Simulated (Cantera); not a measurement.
A perfectly stirred reactor is fed with N2O = 1 (molar parts), at 10.00 Torr; it is held at 1575 K, and followed from long to short residence time.

Computed with Cantera and GRI-Mech 3.0 (53 species, 325 reactions). GRI-Mech 3.0 was tuned for natural gas; its chemistry of N2O as a main component is partial and can be far from experiment. Radical loss at walls, strong at low pressure, is not modelled. The temperature is held fixed by assumption; the heat of reaction is taken as removed at once.

Problem. What does this change do: temperature 1575 to 1250 K?

Solution. 
```
quantity                 before     after
---------------------  --------  --------
x(N2O) at τ = 3.10 s      0.108     0.913
x(N2) at τ = 3.10 s       0.510    0.0542
x(NO) at τ = 3.10 s       0.169   0.00728
x(NO2) at τ = 3.10 s    3.74e-5   9.39e-7
x(O) at τ = 3.10 s     0.000140   3.86e-6
x(N2O) at τ = 51.0 ms     0.880     0.998
x(N2) at τ = 51.0 ms     0.0688  0.000971
x(NO) at τ = 51.0 ms     0.0229  0.000130
x(NO2) at τ = 51.0 ms   1.67e-6   1.72e-9
x(O) at τ = 51.0 ms    0.000141   3.83e-6
```
The mechanism lacks the step 2 NO + O2 → 2 NO2, which can matter for NO2 below about 1400 K.
